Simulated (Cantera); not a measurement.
**Low-pressure radical oxidation in H2/O2**

An isothermal, constant-pressure homogeneous reactor starts with 0.990 % H2, 99.0 % O2, equivalence ratio 0.0050, at 1050 K and 0.0168 atm.

Computed with Cantera and GRI-Mech 3.0 (53 species, 325 reactions). Radical loss at walls, strong at low pressure, is not modelled.

| t (s) | x H2 | x O2 | x H | x H2O | x HO2 | x OH |
|---|---|---|---|---|---|---|
| 0.000300 | 0.00990 | 0.990 | 4.95e-11 | 3.51e-11 | 1.35e-10 | 9.76e-11 |
| 0.000627 | 0.00990 | 0.990 | 9.46e-11 | 2.10e-10 | 2.84e-10 | 2.80e-10 |
| 0.00131 | 0.00990 | 0.990 | 2.90e-10 | 1.43e-9 | 6.06e-10 | 1.05e-9 |
| 0.00274 | 0.00990 | 0.990 | 2.44e-9 | 1.79e-8 | 1.45e-9 | 9.53e-9 |
| 0.00573 | 0.00990 | 0.990 | 1.89e-7 | 1.50e-6 | 2.08e-8 | 7.46e-7 |
| 0.0120 | 0.00507 | 0.986 | 0.000710 | 0.00392 | 3.69e-6 | 0.00111 |
| 0.0250 | 6.16e-5 | 0.984 | 0.000434 | 0.00942 | 2.17e-6 | 0.000444 |
| 0.0524 | 2.69e-5 | 0.986 | 0.000199 | 0.00964 | 1.66e-6 | 0.000318 |
| 0.109 | 1.29e-5 | 0.988 | 6.71e-5 | 0.00978 | 1.19e-6 | 0.000221 |
| 0.229 | 4.70e-6 | 0.989 | 1.51e-5 | 0.00987 | 7.17e-7 | 0.000134 |
| 0.478 | 1.38e-6 | 0.990 | 2.53e-6 | 0.00991 | 3.65e-7 | 7.39e-5 |
| 1.00 | 3.64e-7 | 0.990 | 3.66e-7 | 0.00993 | 1.59e-7 | 3.89e-5 |
x: mole fraction; the columns are a selection and need not sum to one.

Equilibrium at this temperature and pressure: H2 2.79e-11, O2 0.990, H <1e-12, H2O 0.00995, HO2 7.27e-10, OH 3.77e-7 (gas phase only).
